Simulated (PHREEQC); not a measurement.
NaOH is added in steps, without added water, to 1 kg of water holding 4.3 mmol/kgw MgSO4, 22 mmol/kgw NaHCO3 and 0.034 mmol/kgw NaCl, at 80 °C. Oxygen alone is held at its pressure in air (log pO2 = -0.68). The system is closed to CO2. Only these solids could form: Halite.

Base run: PHREEQC, ion-association model, phreeqc.dat. Each further column changes one thing. The table gives pH.

| NaOH added (mol) | base | Debye-Hückel limiting law | all activity coefficients set to 1 | metal-ligand complexes left out | Davies equation for every ion |
|---|---|---|---|---|---|
| 0 | 7.75 | 7.74 | 7.76 | 8.00 | 7.75 |
| 0.00085 | 8.01 | 8.01 | 8.01 | 8.43 | 8.01 |
| 0.001275 | 8.13 | 8.13 | 8.11 | 8.57 | 8.13 |
| 0.002125 | 8.31 | 8.32 | 8.29 | 8.78 | 8.32 |
| 0.00255 | 8.39 | 8.40 | 8.37 | 8.86 | 8.39 |
| 0.0034 | 8.52 | 8.53 | 8.50 | 9.00 | 8.52 |
| 0.003825 | 8.58 | 8.58 | 8.56 | 9.05 | 8.58 |
| 0.004675 | 8.68 | 8.68 | 8.67 | 9.15 | 8.68 |
| 0.0051 | 8.73 | 8.73 | 8.72 | 9.19 | 8.73 |
| 0.00595 | 8.81 | 8.81 | 8.80 | 9.27 | 8.82 |
| 0.006375 | 8.85 | 8.85 | 8.84 | 9.31 | 8.85 |
| 0.007225 | 8.93 | 8.93 | 8.92 | 9.37 | 8.93 |
| 0.00765 | 8.96 | 8.96 | 8.96 | 9.40 | 8.96 |
| 0.0085 | 9.03 | 9.03 | 9.03 | 9.46 | 9.03 |

Away from 25 °C the constants follow the database's enthalpies or fits; those with neither stay at their 25 °C values.
